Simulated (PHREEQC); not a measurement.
Make-up at 20 °C: 0.037 mol/kgw HF, 0.00036 mol/kgw NaF and 0.017 mol/kgw H2SiF6. Closed to the air; pH follows from the charge balance.

Model: ion-association model, wateq4f.dat, run in PHREEQC.

Problem. The ionic strength comes out as 0.0520 mol/kgw. What activity coefficients do HF2-, Na+, H+, SiF6-2, F- get?

Solution. HF2- 0.81, Na+ 0.82, H+ 0.85, SiF6-2 0.46, F- 0.81.

This is a speciation only: nothing precipitates in the calculation. SiF6-2 is the database's only silicon fluoride.
